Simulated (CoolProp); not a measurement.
Sulfur hexafluoride along the isotherm -44.55 °C: Z from the reference equation and from simpler models built on Tc = 45.6 °C, pc = 3755 kPa, ω = 0.210; each cubic takes its own stable root.

Computed with CoolProp (reference Helmholtz-energy equation of state, Guder 2009).

```tsv
p (kPa)	phase	reference
29.7	gas	0.9922
48	gas	0.9873
77.5	gas	0.9794
125	gas	0.9662
202	gas	0.9440
327	liquid	0.01380
528	liquid	0.02228
853	liquid	0.03595
1380	liquid	0.05807
2230	liquid	0.09360
```

**Question.** How far does each simpler model (van der Waals, Redlich-Kwong, Soave-Redlich-Kwong, Peng-Robinson) lie from the reference over these 10 states: mean and median of the absolute difference, and the worst?

**Answer.** 
- van der Waals: mean 1082.6 %, median 28.4 %, worst +6715.2 % at -44.55 °C and 327 kPa
- Redlich-Kwong: mean 659.8 %, median 4.2 %, worst +6564.5 % at -44.55 °C and 327 kPa
- Soave-Redlich-Kwong: mean 2.4 %, median 2.3 %, worst +4.8 % at -44.55 °C and 327 kPa
- Peng-Robinson: mean 3.8 %, median 3.8 %, worst -7.8 % at -44.55 °C and 2230 kPa

At some of these states van der Waals, Redlich-Kwong gives the other phase, because its saturation line lies elsewhere.
